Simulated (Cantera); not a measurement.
# Calcination and drying: MgSO4 + H2O + CO2

Charge: 1 mol MgSO4, 0.32 mol H2O, 0.62 mol CO2, at 552 °C and 42000 Pa.

Method: chemical equilibrium by Gibbs-energy minimisation in Cantera with the NASA 1993 tables (ideal gas, pure condensed phases). Candidate condensed phases: C, C6H6, C7H8, C8H18, H2O, H2SO4, Mg, MgCO3, MgO, Mg(OH)2, MgS, MgSO4, S; 130 gas species. Kinetics and transport are ignored.

```json
{
  "x(CO2)": "0.660",
  "x(H2O)": "0.340",
  "n(MgSO4(s))": "1.000 mol",
  "gas_amount": "0.9400 mol",
  "log10 activity of MgCO3(s) (absent)": "-2.13",
  "log10 activity of H2SO4(l) (absent)": "-11.71",
  "log10 activity of S(l) (absent)": "-18.56"
}
```
